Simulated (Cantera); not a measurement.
An isothermal, constant-pressure homogeneous reactor starts with CH4 : H2O = 1 : 4.5 (molar parts), at 1400 K and 473 Torr.

Detailed kinetics in Cantera: GRI-Mech 3.0 (53 species, 325 reactions).

### Question
Predict: x(CH4) at 70.0 s; x(H2O) at 70.0 s; x(H) at 70.0 s; x(CH2O) at 70.0 s; x(H2) at 70.0 s.

### Answer
```
Item                                                 Value
-----------------  ---------------------------------------
x(CH4) at 70.0 s    0.0391 (gas-phase equilibrium 1.16e-7)
x(H2O) at 70.0 s       0.542 (gas-phase equilibrium 0.426)
x(H) at 70.0 s     3.44e-6 (gas-phase equilibrium 4.10e-6)
x(CH2O) at 70.0 s  1.30e-7 (gas-phase equilibrium 1.16e-8)
x(H2) at 70.0 s        0.323 (gas-phase equilibrium 0.441)
```
